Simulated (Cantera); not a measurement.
Feed: 1 mol SiH2Cl2, 0.89 mol H2O, 13 mol H2, at 25.5 Torr.

These are equilibrium values from Cantera (NASA tables, ideal gas, pure condensed phases), not measurements of a reactor. Candidate condensed phases: H2O, Si, SiO2; 30 gas species. Mutual solubility and eutectic melting of coexisting phases are not modelled. The tables hold silica as quartz up to 1696 K and as liquid above; real silica turns to tridymite and cristobalite and melts near 1996 K. The numbers say what is thermodynamically allowed, not how fast it happens.

Over these rows the condensed part is Si(s) + SiO2(β-quartz). Partial pressures as log10 of bar:

```tsv
T (K)	1000/T (1/K)	log p SiCl2	log p H2	log p HCl	log p SiCl4
900	1.1111	-5.57	-1.49	-3.59	-3.09
975	1.0256	-4.88	-1.49	-3.29	-3.13
1050	0.9524	-4.31	-1.49	-3.04	-3.20
1125	0.8889	?	-1.50	-2.84	-3.33
1200	0.8333	-3.52	-1.51	-2.70	-3.57
1275	0.7843	-3.31	-1.51	-2.62	-3.94
```

Q: Fit log p(SiCl2) = a + b·(1000/T) to the five rows, give the apparent enthalpy, and predict the row at 1125 K.

A: Means: 1000/T = 0.9413, log p = -4.318. Sxy = -0.504317, Sxx = 0.0723747, so b = -6.97 and a = -4.318 − (-6.97)×0.9413 = 2.24.
Apparent enthalpy: −19.145 × (-6.97) = 133 kJ/mol. With the condensed phases at unit activity, 1/2 Si(s) + 1/2 SiCl4(g) = SiCl2(g) links this pressure to the main gases: over the six rows their terms move log p by -0.43 in all, so the slope isn't that reaction's ΔH° alone. The five rows lie within 0.09 of the line.
Prediction at 1125 K: 2.24 + (-6.97)×0.8889 = -3.96. The computed value is -3.86, 0.10 from the line.
